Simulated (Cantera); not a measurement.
Input (Python, Cantera):

```python
import numpy as np
import cantera as ct

gas = ct.Solution("gri30.yaml")
gas.TPX = 1050, 100000, {'H2': 1.9, 'O2': 1, 'N2': 19}
reactor = ct.IdealGasConstPressureReactor(gas, energy="off", clone=False)
net = ct.ReactorNet([reactor])
net.rtol, net.atol = 1e-08, 1e-18
show = ['H2', 'O2', 'NO2', 'HO2', 'H2O']
times = np.geomspace(0.0004, 8, 9)

steps = ct.SolutionArray(gas, extra=["t"])
rows = []
print(f"{'t/s':>10s}{'T/K':>9s}{'P/Pa':>11s}" + "".join(f"{s:>11s}" for s in show))
for t in times:
    while net.time < t:
        t_next = net.step()
        steps.append(gas.state, t=t_next)
    rows.append([np.interp(t, steps.t, y) for y in (steps.T, steps.P, *steps(*show).X.T)])
    print(f"{t:10.3e}{rows[-1][0]:9.1f}{rows[-1][1]:11.4g}" + "".join(f"{x:11.3e}" for x in rows[-1][2:]))
rate = np.gradient(steps.T, steps.t)
print("integrator steps:", len(steps.t))
if steps.T.max() > steps.T[0] + 200:
    print(f"time of steepest temperature rise: {steps.t[rate.argmax()]:.4e} s")
gas.TPX = 1050, 100000, {'H2': 1.9, 'O2': 1, 'N2': 19}
gas.equilibrate("TP")
print(f"equilibrium (TP): T = {gas.T:.1f} K  " + "  ".join(f"{s} {gas[s].X[0]:.3e}" for s in show))
```

Result:

```
       t/s      T/K       P/Pa         H2         O2        NO2        HO2        H2O
 4.000e-04   1050.0      1e+05  8.512e-02  4.492e-02  3.505e-13  2.639e-05  1.366e-03
 1.379e-03   1050.0      1e+05  2.749e-03  3.801e-03  4.347e-10  4.055e-06  8.751e-02
 4.757e-03   1050.0      1e+05  5.723e-04  2.665e-03  3.302e-09  2.411e-06  9.007e-02
 1.640e-02   1050.0      1e+05  1.550e-04  2.461e-03  2.587e-08  1.453e-06  9.053e-02
 5.657e-02   1050.0      1e+05  6.088e-05  2.415e-03  1.427e-07  7.609e-07  9.063e-02
 1.951e-01   1050.0      1e+05  2.507e-05  2.398e-03  3.026e-07  3.430e-07  9.067e-02
 6.727e-01   1050.0      1e+05  5.223e-06  2.388e-03  4.056e-07  7.854e-08  9.069e-02
 2.320e+00   1050.0      1e+05  3.569e-07  2.386e-03  3.181e-07  6.874e-09  9.069e-02
 8.000e+00   1050.0      1e+05  2.331e-08  2.386e-03  1.654e-07  1.000e-09  9.069e-02
integrator steps: 1749
equilibrium (TP): T = 1050.0 K  H2 6.764e-10  O2 2.384e-03  NO2 2.489e-08  HO2 6.605e-11  H2O 9.069e-02
```

Computed with Cantera and GRI-Mech 3.0 (53 species, 325 reactions). The temperature is held fixed by assumption; the heat of reaction is taken as removed at once.
